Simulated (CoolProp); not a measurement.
Vapour-liquid equilibrium of dimethyl ether (1) + ethanol (2) at 84.95 °C; x and y are mole fractions of (1).

Values from CoolProp's multi-fluid Helmholtz-energy mixture model, Wu 2011 and Schroeder 2014; pair parameters Bell 2016.

```json
[
 {"x": "0.05", "bubble pressure, mixture model (MPa)": "0.2893", "bubble pressure, Raoult's law (MPa)": "0.2470", "y, mixture model": "0.554", "y, Raoult's law": "0.499"},
 {"x": "0.15", "bubble pressure, mixture model (MPa)": "0.5852", "bubble pressure, Raoult's law (MPa)": "0.4803", "y, mixture model": "0.788", "y, Raoult's law": "0.769"},
 {"x": "0.25", "bubble pressure, mixture model (MPa)": "0.8508", "bubble pressure, Raoult's law (MPa)": "0.7136", "y, mixture model": "0.860", "y, Raoult's law": "0.863"},
 {"x": "0.35", "bubble pressure, mixture model (MPa)": "1.087", "bubble pressure, Raoult's law (MPa)": "0.9469", "y, mixture model": "0.896", "y, Raoult's law": "0.911"},
 {"x": "0.45", "bubble pressure, mixture model (MPa)": "1.298", "bubble pressure, Raoult's law (MPa)": "1.180", "y, mixture model": "0.919", "y, Raoult's law": "0.939"},
 {"x": "0.55", "bubble pressure, mixture model (MPa)": "1.491", "bubble pressure, Raoult's law (MPa)": "1.414", "y, mixture model": "0.935", "y, Raoult's law": "0.958"},
 {"x": "0.65", "bubble pressure, mixture model (MPa)": "1.676", "bubble pressure, Raoult's law (MPa)": "1.647", "y, mixture model": "0.948", "y, Raoult's law": "0.972"},
 {"x": "0.75", "bubble pressure, mixture model (MPa)": "1.864", "bubble pressure, Raoult's law (MPa)": "1.880", "y, mixture model": "0.960", "y, Raoult's law": "0.983"},
 {"x": "0.85", "bubble pressure, mixture model (MPa)": "2.071", "bubble pressure, Raoult's law (MPa)": "2.113", "y, mixture model": "0.974", "y, Raoult's law": "0.991"},
 {"x": "0.95", "bubble pressure, mixture model (MPa)": "2.317", "bubble pressure, Raoult's law (MPa)": "2.347", "y, mixture model": "0.990", "y, Raoult's law": "0.997"}
]
```

The largest gap from Raoult's law is +21.8 % in bubble pressure, at x = 0.15. No azeotrope shows between x = 0.05 and 0.95.

The pair parameters rest on a limited set of measurements; away from them the model extrapolates. The gap from Raoult's law changes sign with composition, which may be real or a fault of the pair parameters; it wasn't checked against measurements.
